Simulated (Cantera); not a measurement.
Feed: 1 mol BF₃, 0.11 mol NH₃, 57 mol N₂, at 1725 K and 0.100 bar.

Equilibrium computed with Cantera from the NASA thermochemical tables; the gas is ideal and each condensed phase is pure. Candidate condensed phases: B, BN; 31 gas species. The tables' values for BF₂ are old estimates; treat these amounts as uncertain. Kinetics and transport are ignored.

Base state: N₂ 0.979, BF₃ 0.0157, H₂ 0.00201, HF 0.00156, BF₂ 0.00124, BF 0.000130, BHF₂ 5.55e-5, H 2.63e-5 (mole fractions); condensed: gas only.

**Question.** What changes in the equilibrium state with this change: temperature from 1725 K to 1000 K?

**Answer.** 
| species | before | after |
|---|---|---|
| N₂ | 0.979 | 0.980 |
| BF₃ | 0.0157 | 0.0170 |
| H₂ | 0.00201 | 0.00255 |
| BF₂ | 0.00124 | 5.13e-9 |
| HF | 0.00156 | 0.000558 |
| BF | 0.000130 | <1e-9 |
| H | 2.63e-5 | <1e-9 |
| BN(s), mol | 0 | 0.0108 |

**Question.** What changes in the equilibrium state with this change: temperature from 1725 K to 2198.15 K?

**Answer.** 
| species | before | after |
|---|---|---|
| N₂ | 0.979 | 0.977 |
| BF₃ | 0.0157 | 0.0125 |
| HF | 0.00156 | 0.00519 |
| BF₂ | 0.00124 | 0.00398 |
| H₂ | 0.00201 | 0.000128 |
| BHF₂ | 5.55e-5 | 5.15e-6 |
| H | 2.63e-5 | 0.000200 |
| BF | 0.000130 | 0.000604 |

**Question.** What changes in the equilibrium state with this change: BF₃ replaced by BCl₃?

**Answer.** 
```
species      before    after
----------  -------  -------
N₂            0.979    0.978
BCl₃              0   0.0147
HCl               0  0.00565
BF₃          0.0157        0
HF          0.00156        0
BF₂         0.00124        0
Cl                0  0.00111
BN(s), mol        0    0.123
```
The tables' values for BCl₂, BCl are old estimates; treat these amounts as uncertain. Further candidate phases: NH₄Cl.
